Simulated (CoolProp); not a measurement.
Vapour-liquid equilibrium of R152A (1) + isobutene (2) at 881 kPa; x and y are mole fractions of (1).

The numbers come from the multi-fluid Helmholtz-energy mixture model, Outcalt 1996 and Lemmon 2005; pair parameters Bell 2016 in CoolProp.

```tsv
x	bubble temperature (K)	y at the bubble point	dew temperature at overall composition x (K)	liquid density (mol/L)
0.05	333.3	0.133	(withheld)	9.695
0.125	(withheld)	0.281	333.6	(withheld)
0.2	323.4	0.386	330.7	10.18
0.275	320.3	0.466	327.8	10.40
0.35	318.0	0.530	324.8	10.61
0.425	316.2	0.584	321.9	10.83
0.5	314.8	0.631	319.1	(withheld)
0.575	313.7	0.677	316.5	11.31
0.65	312.8	0.721	314.3	11.57
0.725	312.2	0.768	312.8	11.86
0.8	311.7	0.819	311.9	12.16
0.875	311.5	0.877	311.5	12.48
0.95	311.7	0.945	311.7	12.83
```

What belongs in the gaps?


- 0.05, dew temperature at overall composition x (K): 336.4
- 0.125, bubble temperature (K): 327.6
- 0.125, liquid density (mol/L): 9.947
- 0.5, liquid density (mol/L): 11.06

y crosses x between x = 0.875 and 0.95: the model has an azeotrope there.

The pair parameters rest on a limited set of measurements; away from them the model extrapolates.
